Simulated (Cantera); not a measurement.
Cantera run, input and output.

```python
import numpy as np
import cantera as ct

gas = ct.Solution("gri30.yaml", transport_model="mixture-averaged")
show = ['H', 'OH', 'CH3']

rows = []
print(f"{'T/K':>7s}{'rho':>11s}{'cp':>10s}{'mu':>11s}{'lambda':>11s}{'Pr':>7s}" + "".join(f"{'D_' + s:>11s}" for s in show))
for T in [400, 600, 800, 1000, 1200, 1400, 1600, 1800]:
    gas.TPX = T, 18000, {'H2O': 0.19, 'C2H4': 0.29}
    Pr = gas.cp_mass * gas.viscosity / gas.thermal_conductivity
    D = [gas.mix_diff_coeffs_mole[gas.species_index(s)] for s in show]
    rows.append([gas.density, gas.cp_mass, gas.viscosity, gas.thermal_conductivity, Pr, *D])
    print(f"{T:7g}{gas.density:11.4e}{gas.cp_mass:10.1f}{gas.viscosity:11.4e}"
          f"{gas.thermal_conductivity:11.4e}{Pr:7.3f}" + "".join(f"{d:11.4e}" for d in D))
print("SI units: kg/m3, J/kg/K, Pa s, W/m/K, m2/s")
```

It prints:

```
    T/K        rho        cp         mu     lambda     Pr        D_H       D_OH      D_CH3
    400 1.3033e-01    1884.1 1.3606e-05 3.4934e-02  0.734 9.9457e-04 2.6978e-04 1.8563e-04
    600 8.6886e-02    2376.9 1.9936e-05 6.2757e-02  0.755 2.0871e-03 5.5386e-04 3.8955e-04
    800 6.5164e-02    2741.8 2.5675e-05 9.2704e-02  0.759 3.4702e-03 9.1026e-04 6.4772e-04
   1000 5.2131e-02    3039.7 3.0930e-05 1.2325e-01  0.763 5.1083e-03 1.3308e-03 9.5350e-04
   1200 4.3443e-02    3272.6 3.5794e-05 1.5357e-01  0.763 6.9781e-03 1.8102e-03 1.3025e-03
   1400 3.7237e-02    3459.8 4.0337e-05 1.8322e-01  0.762 9.0630e-03 2.3445e-03 1.6917e-03
   1600 3.2582e-02    3609.3 4.4615e-05 2.1197e-01  0.760 1.1351e-02 2.9308e-03 2.1187e-03
   1800 2.8962e-02    3728.4 4.8670e-05 2.3969e-01  0.757 1.3831e-02 3.5666e-03 2.5818e-03
SI units: kg/m3, J/kg/K, Pa s, W/m/K, m2/s
```

Detailed kinetics in Cantera: GRI-Mech 3.0 (53 species, 325 reactions). Polar gases are described roughly by these parameters. The composition is frozen, though it would react at the higher temperatures.
